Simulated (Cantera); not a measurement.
A Cantera script and what it prints.

```python
import numpy as np
import cantera as ct

gas_names = """
    H HO2 H2 H2O H2O2 O OH O2 O3 Pb PbO Pb2
""".split()
cond_names = """
    H2O(s) H2O(L) Pb(cr) Pb(L) PbO(rd) PbO(yw) PbO(L) PbO2(s) Pb3O4(s)
""".split()


# ... load() reads the species with a 1 bar reference pressure and builds the phases ...
atoms = {
    'Pb': {'Pb': 1},
    'O2': {'O': 2},
    'H2': {'H': 2},
}
top_T = {'Pb3O4(s)': 820}  # K; cautious upper limits of use, not melting points


# ... equilibrate(T, P, feed) seeds the gas with the atoms and calls Mixture.equilibrate('TP', solver="vcs", rtol=1e-11, max_steps=5000) ...
results = []
feed = {'Pb': 1, 'O2': 1.8, 'H2': 0.2}  # mol
T = 723.15  # K
P = 210000  # Pa
mix = equilibrate(T, P, feed)
results.append((T, P, feed, dict(zip(mix.species_names, mix.species_moles))))
x = sorted(zip(gas.X, gas.species_names), reverse=True)
print(f"T = {T:g} K  P = {P:g} Pa  gas = {mix.phase_moles(0):.4g} mol")
print("   x: " + "  ".join(f"{s} {v:.3e}" for v, s in x if v > 0.0001))
print("   condensed (mol): " + ("  ".join(f"{mix.phase(i).name} {mix.phase_moles(i):.4g}"
      for i in range(1, mix.n_phases) if mix.phase_moles(i) > 1e-12) or "none"))
```

It prints:

```
T = 723.15 K  P = 210000 Pa  gas = 1.4 mol
   x: O2 8.571e-01  H2O 1.429e-01
   condensed (mol): PbO(rd) 1
```

These are equilibrium values from Cantera (NASA tables, ideal gas, pure condensed phases), not measurements of a reactor.
